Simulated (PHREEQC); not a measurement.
Make-up at 25 °C: 1.4 mmol/kgw NiSO4, 0.06 mmol/kgw NaH2PO4 and 7.5 mmol/kgw NaCl. Closed to the air; pH follows from the charge balance.

Equilibrium calculation in PHREEQC: ion-association model, wateq4f.dat.

| quantity | before | after |
|---|---|---|
| pH | 5.68 | 6.70 |
| ionic strength (mol/kgw) | 0.0126 | 0.000132 |
| Ni+2 (mol/kgw) | 0.00126 | 1.40e-5 |
| SO4-2 (mol/kgw) | 0.00125 | 1.40e-5 |
| NiSO4 (mol/kgw) | 0.000124 | 3.42e-8 |
| NaSO4- (mol/kgw) | 3.00e-5 | 5.02e-9 |
| SI of Ni(OH)2 (Ni(OH)2) | -2.53 | -2.29 |
| SI of Morenosite (NiSO4:7H2O) | -3.84 | -7.40 |

Question: Name the change that produced these shifts.
A. diluted 100-fold with water
B. temperature from 25 to 20 °C
C. NiSO4 from 0.0014 to 0.0007 mol/kgw
D. diluted 10-fold with water
E. diluted 5-fold with water

Answer: A, diluted 100-fold with water

Precipitation was switched off in this run. H3PO4, which wateq4f.dat lacks, is added to it with the constant of phreeqc.dat. The database has no phosphate complexes of Ni.
